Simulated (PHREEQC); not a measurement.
**Brine: an equilibrium model**

A solution holds 1.1 mol/kgw MgSO4, 2.7 mol/kgw KCl and 4.7 mol/kgw MgCl2, at 20 °C. Closed to the air; pH follows from the charge balance.

The numbers come from PHREEQC with the Pitzer model, pitzer.dat.

Each row changes one thing in this solution. No solid was allowed to form.

```
case                            MgOH+ (mol/kgw)  HSO4- (mol/kgw)  SI of Arcanite (K2SO4)  SI of Epsomite (MgSO4:7H2O)
------------------------------  ---------------  ---------------  ----------------------  ---------------------------
as made                                 1.22e-5          1.16e-5                   +0.07                        +0.10
diluted 10-fold with water              4.81e-7          1.68e-7                   -2.05                        -1.47
MgCl2 from 4.7 to 0.47 mol/kgw          1.94e-6          1.72e-6                   +0.41                        -0.51
temperature from 20 to 35 °C            1.67e-5          1.57e-5                   -0.30                        -0.37
MgCl2 left out                          1.48e-6          1.33e-6                   +0.45                        -0.74
diluted 2-fold with water               2.56e-6          1.69e-6                   -0.50                        -0.23
```

Some of these states are supersaturated (in Sylvite, Kieserite, Arcanite, for instance).
